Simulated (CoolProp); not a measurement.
Properties of the fluoroketone C6F12O (FK-5-1-12) at several states.

Values from CoolProp's reference Helmholtz-energy equation of state, McLinden 2015.

```json
[
 {"T (K)": "205.1", "p (bar)": "0.654", "phase": "liquid", "cv (kJ/(kg K))": "0.8893", "speed of sound (m/s)": "809.7", "Joule-Thomson coefficient (K/MPa)": "-0.3399", "expansivity (1/kK)": "1.443"},
 {"T (K)": "464.9", "p (bar)": "0.109", "phase": "gas", "cv (kJ/(kg K))": "1.001", "speed of sound (m/s)": "111.9", "Joule-Thomson coefficient (K/MPa)": "6.833", "expansivity (1/kK)": "2.164"},
 {"T (K)": "444.9", "p (bar)": "12.7", "phase": "gas", "cv (kJ/(kg K))": "1.016", "speed of sound (m/s)": "78.80", "Joule-Thomson coefficient (K/MPa)": "13.06", "expansivity (1/kK)": "7.350"}
]
```
